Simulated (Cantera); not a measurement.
A perfectly stirred reactor is fed with C2H6 : N2 = 1 : 43 (molar parts), at 100000 Pa; it is held at 1125 K, and followed from long to short residence time.

Detailed kinetics in Cantera: GRI-Mech 3.0 (53 species, 325 reactions). GRI-Mech 3.0 stops at C3 and has no aromatics, soot or wall deposition, so with more carbon than oxygen in the feed, carbon stays in small species such as C2H2 where larger ones or solid carbon would form.

One state of this run: x C2H6 = 0.0107; x CH3 = 1.91e-6; x H2 = 0.0117; x CH4 = 0.000867; x C2H4 = 0.0104; x HCN = 1.29e-12; x H = 3.74e-7. x: mole fraction; the columns are a selection and need not sum to one.

Problem. Which value of τ (s) does it belong to?
A. 0.22
B. 0.0012
C. 0.031
D. 0.11

Solution. D, 0.11
